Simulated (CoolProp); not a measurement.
Computed with CoolProp (reference Helmholtz-energy equation of state, Lemmon 2006). It is a short technical equation, of lower accuracy than the large ones.

Problem. For C3F8 (R218), give the phase and the cv (kJ/(kg K)) at 440 K and 4.13 bar.

Solution. 
- 440 K and 4.13 bar: gas; cv 0.930
